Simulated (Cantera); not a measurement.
**Thermodynamics of titanium nitride, carbide and oxide coatings, feed Ti + CH₄**

Feed: 1 mol Ti, 0.54 mol CH₄, held at 2000 K and 0.000110 bar.

Method: chemical equilibrium by Gibbs-energy minimisation in Cantera with the NASA 1993 tables (ideal gas, pure condensed phases). Candidate condensed phases: C, C₆H₆, C₇H₈, C₈H₁₈, Ti, TiC; 77 gas species. Mutual solubility and eutectic melting of coexisting phases are not modelled. TiC: taken at fixed stoichiometry. Condensed phases not in the tables: N, O or C dissolved in the metal. Rates play no part.

| Quantity | Result |
|---|---|
| x(H₂) | 0.773 |
| x(H) | 0.136 |
| x(Ti) | 0.0903 |
| n(Ti(l)) | 0.344 mol |
| n(TiC(s)) | 0.540 mol |
| gas amount | 1.283 mol |
| log10 activity of C(graphite) (absent) | -4.11 |
